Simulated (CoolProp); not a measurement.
Properties of 1-butene along the isobar 4.15 MPa (Tc = 146.1 °C, pc = 4.006 MPa, ω = 0.192).

Model: reference Helmholtz-energy equation of state, Lemmon 2005, in CoolProp. It is a short technical equation, of lower accuracy than the large ones.

| T (°C) | phase | density (kg/m³) | cp (kJ/(kg K)) | isothermal compressibility (1/MPa) | expansivity (1/kK) |
|---|---|---|---|---|---|
| 67.55 | liquid | 540.1 | 2.517 | 0.005461 | 2.642 |
| 87.95 | liquid | 509.0 | 2.682 | 0.008250 | 3.232 |
| 108.45 | liquid | 471.6 | 2.930 | 0.01428 | 4.340 |
| 128.95 | liquid | 421.0 | 3.462 | 0.03442 | 7.367 |
| 149.45 | supercritical | 179.3 | 16.07 | 2.384 | 118.3 |
| 169.95 | supercritical | 105.2 | 3.285 | 0.4736 | 11.51 |
| 190.45 | supercritical | 87.74 | 2.828 | 0.3739 | 7.028 |
| 210.85 | supercritical | 77.56 | 2.696 | 0.3327 | 5.265 |
| 231.35 | supercritical | 70.39 | 2.657 | 0.3094 | 4.284 |
| 251.85 | supercritical | 64.91 | 2.657 | 0.2942 | 3.654 |

The peak of cp marks the crossing from liquid-like to gas-like fluid above the critical point.
